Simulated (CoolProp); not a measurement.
A closed Brayton cycle with carbon dioxide: compressor inlet 330.15 K and 9.9 MPa, high pressure 19.6 MPa, turbine inlet 990 K, compressor efficiency 0.89, turbine efficiency 0.93, recuperator effectiveness 0.8 (on enthalpy, no pinch check). Each further row changes one setting.

Values from CoolProp's reference Helmholtz-energy equation of state, Span 1996.

| case | thermal efficiency (%) | net work (kJ/kg) | compressor to turbine work | compressor exit (K) | turbine exit (K) |
|---|---|---|---|---|---|
| as stated | 28.1 | 86.7 | 0.25 | 381.1 | 893.6 |
| turbine inlet 940 K | … | 80.5 | 0.27 | 381.1 | 847.0 |
| compressor inlet 340.15 K | 27.9 | … | 0.29 | … | 893.6 |
| high pressure 16.7 MPa | … | … | 0.24 | 369.1 | … |
| recuperator effectiveness 0.5 | … | 86.7 | 0.25 | 381.1 | 893.6 |

Question: Complete the blanks.

Answer: 
- turbine inlet 940 K, thermal efficiency (%): 27.7
- compressor inlet 340.15 K, net work (kJ/kg): 81.8
- compressor inlet 340.15 K, compressor exit (K): 397.1
- high pressure 16.7 MPa, thermal efficiency (%): 24.3
- high pressure 16.7 MPa, net work (kJ/kg): 68.2
- high pressure 16.7 MPa, turbine exit (K): 915.7
- recuperator effectiveness 0.5, thermal efficiency (%): 17.6
